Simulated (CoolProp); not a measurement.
Properties of sulfur dioxide along the isotherm 194.15 °C.

The numbers come from the reference Helmholtz-energy equation of state, Gao 2016 in CoolProp.

```
p (MPa)          phase       Z  cv (kJ/(kg K))  Joule-Thomson coefficient (K/MPa)  fugacity coefficient
-------  -------------  ------  --------------  ---------------------------------  --------------------
2.92               gas  0.8976          0.6210                              10.04                0.9055
5.83               gas  0.7797          0.6726                              9.845                0.8146
8.75     supercritical  0.6367          0.7468                              9.045                0.7257
11.7     supercritical  0.4595          0.8384                              6.566                0.6375
14.6     supercritical  0.3715          0.8241                              3.332                0.5586
17.5     supercritical  0.3798          0.7902                              1.950                0.4986
20.4     supercritical  0.4083          0.7715                              1.331                0.4543
23.3     supercritical  0.4423          0.7604                             0.9795                0.4208
26.3     supercritical  0.4795          0.7531                             0.7433                0.3942
29.2     supercritical  0.5162          0.7485                             0.5816                0.3740
32.1     supercritical  0.5532          0.7454                             0.4594                0.3579
35       supercritical  0.5901          0.7434                             0.3635                0.3449
```
